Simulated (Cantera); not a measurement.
# Silicon oxide and oxynitride deposition: TEOS + O3 + H2O

Feed: 1 mol TEOS, 0.73 mol O3, 1.7 mol H2O, equilibrated at 525 °C and 0.000790 bar.

Equilibrium computed with Cantera from the NASA thermochemical tables; the gas is ideal and each condensed phase is pure. Candidate condensed phases: C, C6H6, C7H8, C8H18, H2O, Si, SiC, SiO2; 123 gas species. The feed counts by its element totals alone. Equilibrium is a limit: real reactors are often held back by kinetics, nucleation or transport.

The x(H2) is 0.669, the x(CO) is 0.318 and the x(CO2) is 0.00839. The x(H2O) is 0.00412 and the x(CH4) is 0.000489. The n(C(graphite)) is 2.32 mol, the n(SiO2(α-quartz)) comes out as 1.00 mol and the gas amount comes out as 17.36 mol. The log10 activity of Si(s) (absent) is -19.05.
